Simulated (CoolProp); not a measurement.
Vapour-liquid equilibrium of trans-2-butene (1) + acetone (2) at 6.51 bar; x and y are mole fractions of (1).

Model: multi-fluid Helmholtz-energy mixture model, Lemmon 2005 and Lemmon 2006; pair parameters Bell 2016, in CoolProp.

```json
[
 {"x": "0.05", "bubble temperature, mixture model (°C)": "112.9", "bubble temperature, Raoult's law (°C)": "117.7", "y, mixture model": "0.224", "y, Raoult's law": "0.162"},
 {"x": "0.2", "bubble temperature, mixture model (°C)": "___", "bubble temperature, Raoult's law (°C)": "103.7", "y, mixture model": "0.598", "y, Raoult's law": "0.498"},
 {"x": "0.35", "bubble temperature, mixture model (°C)": "78.6", "bubble temperature, Raoult's law (°C)": "92.4", "y, mixture model": "___", "y, Raoult's law": "0.696"},
 {"x": "0.5", "bubble temperature, mixture model (°C)": "___", "bubble temperature, Raoult's law (°C)": "83.2", "y, mixture model": "___", "y, Raoult's law": "0.819"},
 {"x": "0.65", "bubble temperature, mixture model (°C)": "___", "bubble temperature, Raoult's law (°C)": "75.5", "y, mixture model": "0.855", "y, Raoult's law": "0.898"},
 {"x": "0.8", "bubble temperature, mixture model (°C)": "65.3", "bubble temperature, Raoult's law (°C)": "69.1", "y, mixture model": "0.902", "y, Raoult's law": "0.952"},
 {"x": "0.95", "bubble temperature, mixture model (°C)": "___", "bubble temperature, Raoult's law (°C)": "63.5", "y, mixture model": "___", "y, Raoult's law": "0.990"}
]
```

Q: What belongs in the gaps?

A: 
- 0.2, bubble temperature, mixture model (°C): 90.4
- 0.35, y, mixture model: 0.741
- 0.5, bubble temperature, mixture model (°C): 72.3
- 0.5, y, mixture model: 0.809
- 0.65, bubble temperature, mixture model (°C): 68.4
- 0.95, bubble temperature, mixture model (°C): 62.6
- 0.95, y, mixture model: 0.968

The largest gap from Raoult's law is -13.8 K in bubble temperature, at x = 0.35. No azeotrope shows between x = 0.05 and 0.95.

The pair parameters rest on a limited set of measurements; away from them the model extrapolates.
